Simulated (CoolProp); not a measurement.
Vapour pressure (MPa) of CH2F2 (R32): the reference equation beside estimates from Tc = 78.1 °C, pc = 5.783 MPa, ω = 0.277.

Model: reference Helmholtz-energy equation of state, Tillner-Roth 1997, in CoolProp.

| T (°C) | reference | Lee-Kesler | van der Waals | Soave-Redlich-Kwong | Peng-Robinson |
|---|---|---|---|---|---|
| -54.35 | 0.08813 | 0.08521 | 0.6215 | 0.08566 | 0.08697 |
| -47.55 | 0.1243 | 0.1215 | 0.7361 | 0.1219 | 0.1230 |
| -40.75 | 0.1715 | 0.1691 | 0.8640 | 0.1693 | 0.1701 |
| -33.95 | 0.2316 | 0.2302 | 1.006 | 0.2302 | 0.2303 |
| -27.25 | 0.3059 | 0.3059 | 1.160 | 0.3057 | 0.3048 |
| -20.45 | 0.3989 | 0.4010 | 1.331 | 0.4007 | 0.3982 |
| -13.65 | 0.5124 | 0.5169 | 1.518 | 0.5168 | 0.5125 |
| -6.95 | 0.6468 | 0.6541 | 1.718 | 0.6548 | 0.6481 |
| -0.15 | 0.8092 | 0.8196 | 1.937 | 0.8217 | 0.8121 |
| 6.65 | 1.001 | 1.014 | 2.173 | 1.019 | 1.006 |
| 13.35 | 1.221 | 1.238 | 2.423 | 1.246 | 1.229 |

Absolute difference from the reference over all 11 rows, mean and median: Lee-Kesler 1.3 and 1.3 %, van der Waals 278.7 and 233.7 %, Soave-Redlich-Kwong 1.3 and 1.3 %, Peng-Robinson 0.5 and 0.5 %.
